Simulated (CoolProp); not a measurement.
Model: reference Helmholtz-energy equation of state, Lemmon 2016, in CoolProp.

### Question
For R227EA, give the phase and the density (kg/m³), Joule-Thomson coefficient (K/MPa) at 445.9 K and 0.583 MPa.

### Answer
- 445.9 K and 0.583 MPa: gas; density 27.8, Joule-Thomson coefficient 5.32
